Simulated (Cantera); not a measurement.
An isothermal, constant-pressure homogeneous reactor starts with H2 : O2 : N2 = 0.18 : 1 : 0.3 (molar parts), at 1000 K and 1.58 Torr.

Computed with Cantera and the H2/O2 subset of GRI-Mech 3.0, which has no nitrogen chemistry. Radical loss at walls, strong at low pressure, is not modelled. The temperature is held fixed by assumption; the heat of reaction is taken as removed at once.

One state of this run: x H2 = 0.000109; x O2 = 0.654; x O = 0.000915; x H2O = 0.129; x HO2 = 7.25e-7; x H = 0.000163; x H2O2 = 3.24e-8. x: mole fraction; the columns are a selection and need not sum to one.

Which value of t (s) does it belong to?
A. 1.35e-5
B. 0.000271
C. 44.6
D. 2.21

D, 2.21
